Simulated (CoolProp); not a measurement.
Vapour-liquid equilibrium of acetone (1) + n-heptane (2) at 492 kPa; x and y are mole fractions of (1).

Values from CoolProp's multi-fluid Helmholtz-energy mixture model, Lemmon 2006 and Span 2003; pair parameters Bell 2016.

| x | bubble temperature, mixture model (K) | bubble temperature, Raoult's law (K) | y, mixture model | y, Raoult's law |
|---|---|---|---|---|
| 0.05 | 425.6 | 431.6 | (withheld) | 0.137 |
| 0.15 | 410.6 | 423.5 | 0.464 | 0.350 |
| 0.25 | 401.4 | 416.5 | 0.597 | 0.509 |
| 0.35 | 395.8 | 410.5 | 0.674 | 0.629 |
| 0.45 | 392.1 | 405.2 | 0.725 | 0.723 |
| 0.55 | 389.6 | 400.5 | 0.765 | 0.798 |
| 0.65 | 387.7 | 396.3 | (withheld) | 0.858 |
| 0.75 | (withheld) | 392.5 | (withheld) | 0.908 |
| 0.85 | 385.0 | 389.0 | 0.886 | 0.950 |
| 0.95 | 384.4 | 385.9 | 0.953 | 0.985 |

### Question
Some entries are withheld; supply them.

### Answer

- 0.05, y, mixture model: 0.210
- 0.65, y, mixture model: 0.800
- 0.75, bubble temperature, mixture model (K): 386.2
- 0.75, y, mixture model: 0.838

The largest gap from Raoult's law is -15.1 K in bubble temperature, at x = 0.25. No azeotrope shows between x = 0.05 and 0.95.

Pair parameters are fitted to limited data, so mixtures are less certain than the pure fluids.
